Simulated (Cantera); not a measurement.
Charge: 1 mol SiCl₄, 3 mol HCl, 15 mol H₂, 2.5 mol Cl₂, at 0.100 bar.

Cantera equilibrium calculation (NASA polynomials, part measured and part estimated; ideal gas, pure solids and liquids). Candidate condensed phases: Si; 19 gas species. Kinetics and transport are ignored.

Question: At 652 °C, list the 4 most abundant gas species with their mole fractions, and the condensed phases.

Answer: H₂ 0.581, HCl 0.372, SiCl₄ 0.0462, SiHCl₃ 0.000262. Condensed: gas only.
